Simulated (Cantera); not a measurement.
# Adiabatic ignition

An adiabatic, constant-pressure homogeneous reactor starts with CH4 : O2 : N2 : H2O = 1 : 2.27 : 6.82 : 0.7 (molar parts), equivalence ratio 0.88, at 1425 K and 7500 Torr.

Cantera simulation using GRI-Mech 3.0 (53 species, 325 reactions); the numbers are that mechanism's predictions, not measurements.

```tsv
t (s)	T (K)	x CH4	x O2	x H2O	x CH2CO	x OH	x HCO	x CO2
1.00e-6	1425	0.0927	0.210	0.0649	<1e-12	2.33e-9	<1e-12	<1e-12
3.14e-6	1425	0.0927	0.210	0.0649	<1e-12	6.98e-9	<1e-12	4.87e-12
9.85e-6	1425	0.0927	0.210	0.0649	<1e-12	2.78e-8	8.59e-12	2.42e-10
3.09e-5	1425	0.0926	0.210	0.0649	7.40e-11	1.26e-7	2.42e-10	1.81e-8
9.70e-5	1427	0.0921	0.210	0.0653	2.84e-8	3.54e-7	4.39e-9	5.36e-7
0.000305	1499	0.0790	0.199	0.0774	4.45e-5	9.63e-6	5.74e-7	0.000110
0.000956	2832	<1e-12	0.0292	0.223	<1e-12	0.0185	5.96e-8	0.0684
0.00300	2830	<1e-12	0.0287	0.223	<1e-12	0.0184	5.96e-8	0.0683
0.00942	2830	<1e-12	0.0287	0.223	<1e-12	0.0184	5.96e-8	0.0683
0.0296	2830	<1e-12	0.0287	0.223	<1e-12	0.0184	5.96e-8	0.0683
0.0928	2830	<1e-12	0.0287	0.223	<1e-12	0.0184	5.96e-8	0.0683
0.291	2830	<1e-12	0.0287	0.223	<1e-12	0.0184	5.96e-8	0.0683
0.914	2830	<1e-12	0.0287	0.223	<1e-12	0.0184	5.96e-8	0.0683
2.87	2830	<1e-12	0.0287	0.223	<1e-12	0.0184	5.96e-8	0.0683
9.00	2830	<1e-12	0.0287	0.223	<1e-12	0.0184	5.96e-8	0.0683
```
x: mole fraction; the columns are a selection and need not sum to one.

| Quantity | Value |
|---|---|
| time of steepest temperature rise | 0.340 ms |
| temperature at 9.00 s | 2830 K |
| equilibrium temperature | 2830 K |
| x(CH4) at 9.00 s | <1e-12 (gas-phase equilibrium <1e-12) |
| x(O2) at 9.00 s | 0.0287 (gas-phase equilibrium 0.0287) |
| x(H2O) at 9.00 s | 0.223 (gas-phase equilibrium 0.223) |
